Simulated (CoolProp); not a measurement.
Vapour-liquid equilibrium of diethyl ether (1) + n-hexane (2) at 95.65 °C; x and y are mole fractions of (1).

Model: multi-fluid Helmholtz-energy mixture model, Thol 2014 and Thol 2019; pair parameters Bell 2016, in CoolProp.

```json
[
 {"x": "0.05", "bubble pressure, mixture model (MPa)": "0.2432", "bubble pressure, Raoult's law (MPa)": "0.2385", "y, mixture model": "0.132", "y, Raoult's law": "0.124"},
 {"x": "0.15", "bubble pressure, mixture model (MPa)": "0.2859", "bubble pressure, Raoult's law (MPa)": "0.2757", "y, mixture model": "0.324", "y, Raoult's law": "0.322"},
 {"x": "0.25", "bubble pressure, mixture model (MPa)": "0.3252", "bubble pressure, Raoult's law (MPa)": "0.3129", "y, mixture model": "0.462", "y, Raoult's law": "0.473"},
 {"x": "0.35", "bubble pressure, mixture model (MPa)": "0.3622", "bubble pressure, Raoult's law (MPa)": "0.3500", "y, mixture model": "0.570", "y, Raoult's law": "0.592"},
 {"x": "0.45", "bubble pressure, mixture model (MPa)": "0.3978", "bubble pressure, Raoult's law (MPa)": "0.3872", "y, mixture model": "0.659", "y, Raoult's law": "0.688"},
 {"x": "0.55", "bubble pressure, mixture model (MPa)": "0.4327", "bubble pressure, Raoult's law (MPa)": "0.4243", "y, mixture model": "0.735", "y, Raoult's law": "0.767"},
 {"x": "0.65", "bubble pressure, mixture model (MPa)": "0.4674", "bubble pressure, Raoult's law (MPa)": "0.4615", "y, mixture model": "0.804", "y, Raoult's law": "0.833"},
 {"x": "0.75", "bubble pressure, mixture model (MPa)": "0.5023", "bubble pressure, Raoult's law (MPa)": "0.4987", "y, mixture model": "0.865", "y, Raoult's law": "0.890"},
 {"x": "0.85", "bubble pressure, mixture model (MPa)": "0.5375", "bubble pressure, Raoult's law (MPa)": "0.5358", "y, mixture model": "0.922", "y, Raoult's law": "0.938"},
 {"x": "0.95", "bubble pressure, mixture model (MPa)": "0.5734", "bubble pressure, Raoult's law (MPa)": "0.5730", "y, mixture model": "0.975", "y, Raoult's law": "0.981"}
]
```

The largest gap from Raoult's law is +3.9 % in bubble pressure, at x = 0.25. No azeotrope shows between x = 0.05 and 0.95.

The pair parameters rest on a limited set of measurements; away from them the model extrapolates.
